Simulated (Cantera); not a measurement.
Ignition delay

Mixture: H₂ : O₂ : N₂ = 1 : 0.294 : 1.65 (molar parts), at 9750 Torr, adiabatic and at constant pressure. Ignition delay is the time to a rise of 400 K.

Computed with Cantera and the H2/O2 subset of GRI-Mech 3.0, which has no nitrogen chemistry. The hydrogen kinetics of GRI-Mech 3.0 are dated; newer H2 mechanisms differ, most at raised pressure. The pressure lies above the range GRI-Mech 3.0 was tuned for (to about 10 atm).

```json
[
 {"T0 (K)": "1050", "delay (ms)": "2.41"},
 {"T0 (K)": "1150", "delay (ms)": "0.289"},
 {"T0 (K)": "1250", "delay (ms)": "0.0254"},
 {"T0 (K)": "1350", "delay (ms)": "0.00394"},
 {"T0 (K)": "1450", "delay (ms)": "0.00196"},
 {"T0 (K)": "1550", "delay (ms)": "0.00128"},
 {"T0 (K)": "1650", "delay (ms)": "0.000935"}
]
```

The apparent activation energy between 1450 and 1650 K is 74 kJ/mol.
